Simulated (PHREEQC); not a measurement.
Brine

Consider water at 75 °C with 1.6 mol/kgw LiBr, 0.012 mol/kgw BaCl2 and 0.0021 mol/kgw KBr. Closed to the air; pH follows from the charge balance.

All values are PHREEQC results (ion-association model, phreeqc.dat), not measurements.

This is a speciation only: nothing precipitates in the calculation.

Q: What activity of water does the model give?

A: activity of water 0.945.

Caution: at this ionic strength the ion-association model is outside its range; a Pitzer model would be the better tool where its parameters exist. At this temperature some constants are extrapolated from 25 °C, and those without enthalpy data are left unchanged.
